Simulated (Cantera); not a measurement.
Input: 1 mol B2H6, 0.24 mol H2O, held at 1.00 bar.

Method: chemical equilibrium by Gibbs-energy minimisation in Cantera with the NASA 1993 tables (ideal gas, pure condensed phases). Candidate condensed phases: B, B2O3, B3O3H3, H2O; 23 gas species. The feed counts by its element totals alone. Mutual solubility and eutectic melting of coexisting phases are not modelled. Kinetics and transport are ignored.

Question: At 1398 K, list the 5 most abundant gas species with their mole fractions, and the condensed phases.

Answer: H2 0.992, B3O3H3 0.00689, HBO 0.00108, HBO2 2.12e-5, B2O2 1.19e-5. Condensed: B(s) + B2O3(l).
